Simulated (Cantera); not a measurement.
Input: 1 mol H2O, 0.21 mol O2, 0.062 mol H2, equilibrated at 10.0 mbar.

Method: chemical equilibrium by Gibbs-energy minimisation in Cantera with the NASA 1993 tables (ideal gas, pure condensed phases). Candidate condensed phases: H2O; 9 gas species. Kinetics and transport are ignored. All values below are at 1650 °C.

Base state: H2O 0.841, O2 0.142, OH 0.0115, H2 0.00352, O 0.00136, H 0.000559 (mole fractions); condensed: gas only.

Question: What changes in the equilibrium state with this change: 0.0034 mol CH4 added?

Answer: 
```csv
species,before,after
H2O,0.841,0.844
O2,0.142,0.136
OH,0.0115,0.0114
CO2,0,0.00267
CO,0,4.90e-5
H2,0.00352,0.00361
O,0.00136,0.00133
H,0.000559,0.000566
```
Further candidate phases: C, C6H6, C7H8, C8H18.
